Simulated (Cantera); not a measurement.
What does this Cantera script print?

```python
import numpy as np
import cantera as ct

gas = ct.Solution("gri30.yaml")
gas.TPX = 1450, 56000, {'CH4': 1, 'O2': 4.26, 'N2': 16, 'H2O': 4.1}
reactor = ct.IdealGasConstPressureReactor(gas, energy="on", clone=False)
net = ct.ReactorNet([reactor])
net.rtol, net.atol = 1e-08, 1e-16
show = ['CH4', 'O2', 'H2O', 'HCO', 'N2O', 'CH2CO']
times = np.geomspace(1e-06, 5, 13)

steps = ct.SolutionArray(gas, extra=["t"])
rows = []
print(f"{'t/s':>10s}{'T/K':>9s}{'P/Pa':>11s}" + "".join(f"{s:>11s}" for s in show))
for t in times:
    while net.time < t:
        t_next = net.step()
        steps.append(gas.state, t=t_next)
    rows.append([np.interp(t, steps.t, y) for y in (steps.T, steps.P, *steps(*show).X.T)])
    print(f"{t:10.3e}{rows[-1][0]:9.1f}{rows[-1][1]:11.4g}" + "".join(f"{x:11.3e}" for x in rows[-1][2:]))
rate = np.gradient(steps.T, steps.t)
print("integrator steps:", len(steps.t))
if steps.T.max() > steps.T[0] + 200:
    print(f"time of steepest temperature rise: {steps.t[rate.argmax()]:.4e} s")
gas.TPX = 1450, 56000, {'CH4': 1, 'O2': 4.26, 'N2': 16, 'H2O': 4.1}
gas.equilibrate("HP")
print(f"equilibrium (HP): T = {gas.T:.1f} K  " + "  ".join(f"{s} {gas[s].X[0]:.3e}" for s in show))
```

Result:

```
       t/s      T/K       P/Pa        CH4         O2        H2O        HCO        N2O      CH2CO
 1.000e-06   1450.0    5.6e+04  3.943e-02  1.680e-01  1.617e-01  6.585e-17  5.997e-15  3.316e-26
 3.616e-06   1450.0    5.6e+04  3.943e-02  1.680e-01  1.617e-01  1.173e-15  2.810e-14  8.667e-23
 1.308e-05   1450.0    5.6e+04  3.943e-02  1.680e-01  1.617e-01  2.017e-14  1.739e-13  1.157e-19
 4.729e-05   1450.0    5.6e+04  3.943e-02  1.680e-01  1.617e-01  3.330e-13  1.441e-12  7.582e-17
 1.710e-04   1450.0    5.6e+04  3.943e-02  1.680e-01  1.617e-01  6.938e-12  1.364e-11  7.489e-14
 6.184e-04   1450.0    5.6e+04  3.936e-02  1.679e-01  1.617e-01  3.315e-10  1.045e-10  2.216e-10
 2.236e-03   1458.4    5.6e+04  3.727e-02  1.666e-01  1.632e-01  6.321e-08  1.623e-09  2.358e-06
 8.086e-03   2189.4    5.6e+04  1.952e-20  8.768e-02  2.350e-01  3.147e-11  2.425e-07  1.696e-23
 2.924e-02   2188.9    5.6e+04  1.939e-20  8.754e-02  2.351e-01  3.129e-11  2.423e-07  1.680e-23
 1.057e-01   2187.2    5.6e+04  1.896e-20  8.706e-02  2.351e-01  3.069e-11  2.419e-07  1.626e-23
 3.824e-01   2182.6    5.6e+04  1.780e-20  8.578e-02  2.352e-01  2.911e-11  2.445e-07  1.482e-23
 1.383e+00   2177.9    5.6e+04  1.668e-20  8.450e-02  2.353e-01  2.762e-11  2.517e-07  1.344e-23
 5.000e+00   2177.6    5.6e+04  1.660e-20  8.441e-02  2.354e-01  2.751e-11  2.524e-07  1.333e-23
integrator steps: 1809
time of steepest temperature rise: 3.0545e-03 s
equilibrium (HP): T = 2177.6 K  CH4 2.556e-20  O2 8.441e-02  H2O 2.354e-01  HCO 2.751e-11  N2O 2.524e-07  CH2CO 1.707e-23
```

Cantera simulation using GRI-Mech 3.0 (53 species, 325 reactions); the numbers are that mechanism's predictions, not measurements.
